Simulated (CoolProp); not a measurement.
Vapour-liquid equilibrium of fluoroethane (R161) (1) + R1234yf (2) at 221.8 K; x and y are mole fractions of (1).

Values from CoolProp's multi-fluid Helmholtz-energy mixture model, Wu 2012 and Lemmon 2022; pair parameters Bell 2016.

Task: Give the bubble pressure and the first vapour's composition at x = 0.05, 0.65, 0.95. Is there an azeotrope?

Result: x = 0.05: 0.3583 bar, y = 0.082; x = 0.65: 0.4742 bar, y = 0.723; x = 0.95: 0.5093 bar, y = 0.959. No azeotrope shows between x = 0.05 and 0.95.

The pair parameters rest on a limited set of measurements; away from them the model extrapolates.
